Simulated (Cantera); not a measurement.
Reactions in the system Cl-H-O-Ti

Standard-state values (1 bar) from the NASA 1993 polynomials, evaluated with Cantera. Values are per mole of reaction as written; species without (g) are pure solids or liquids, kept so even where they would boil at 1 bar.

6 OH(g) + 2 TiCl3 → 6 HCl(g) + 3 O2(g) + 2 Ti

```csv
T (K),ΔH° (kJ),ΔS° (J/K),ΔG° (kJ),log10 K
300,653.5,416.0,528.7,-92.05
548,639.5,381.9,430.2,-41.01
598,636.9,377.4,411.3,-35.92
648,634.4,373.3,392.5,-31.64
698,632.0,369.7,373.9,-27.98
748,629.7,366.5,355.5,-24.83
798,627.4,363.6,337.3,-22.08
848,625.3,361.0,319.2,-19.66
898,623.2,358.7,301.2,-17.52
948,621.3,356.5,283.3,-15.61
```
